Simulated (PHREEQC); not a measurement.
0.17 g of hydrous ferric oxide (600 m²/g; 0.2 weak and 0.005 strong sites per Fe, Dzombak-Morel constants, diffuse double layer) in 1 kg of water with 0.005 mol/kgw of an inert sodium salt and 0.00042 mol/kgw SrCl2 and 3.7e-06 mol/kgw NaF, at 25 °C; the pH is set by adding NaOH or the inert anion's acid. O2 is buffered at 0.21 atm. No CO2 enters from the air. No solid was allowed to form.

Base run: PHREEQC, ion-association model, wateq4f.dat. Each further column changes one thing. The table gives Sr sorbed (%).

```csv
pH,base,no electrostatic term (-no_edl),background salt from 0.005 to 0.0005 mol/kgw,oxide from 0.17 to 0.85 g/kgw,0.00021 mol/kgw BaCl2 added
4,0.0,0.0,0.0,0.0,0.0
4.67,0.0,0.2,0.0,0.0,0.0
5.33,0.0,0.6,0.0,0.0,0.0
6,0.0,1.4,0.0,0.0,0.0
6.67,0.1,2.0,0.1,0.5,0.1
7.33,0.9,2.2,1.0,4.6,0.6
8,2.4,2.7,2.5,11.8,1.3
8.67,7.1,4.2,7.7,30.7,5.6
9.33,22.7,6.1,23.8,75.8,19.7
10,37.1,7.0,38.0,97.4,31.7
10.67,44.3,8.1,45.0,99.8,37.6
11.33,50.8,13.3,51.6,100.0,43.9
12,62.2,27.0,62.8,100.0,55.9
```
